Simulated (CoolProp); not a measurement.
A simple Rankine cycle with trans-2-butene: condensing at 302.15 K, boiler at 2.15 MPa, turbine inlet 406.9 K, turbine efficiency 0.7, pump efficiency 0.6, no recuperator. Each further row changes one setting.

Model: reference Helmholtz-energy equation of state, Lemmon 2005, in CoolProp. It is a short technical equation, of lower accuracy than the large ones.

| case | thermal efficiency (%) | net work (kJ/kg) | heat in (kJ/kg) | turbine exit temperature (K) | volume ratio over the turbine |
|---|---|---|---|---|---|
| as stated | 12.2 | 62.3 | 512 | 343.4 | 9.04 |
| turbine inlet 426.9 K | 12.3 | 68.9 | 562 | 367.0 | 8.63 |
| condensing temperature 294.15 K | 13.2 | 70.3 | 530 | 337.7 | 11.6 |
| boiler pressure 1.5 MPa | 10.7 | 57.1 | 536 | 359.4 | 5.82 |
| turbine efficiency 0.6 | 10.3 | 52.7 | 512 | 348.7 | 9.20 |
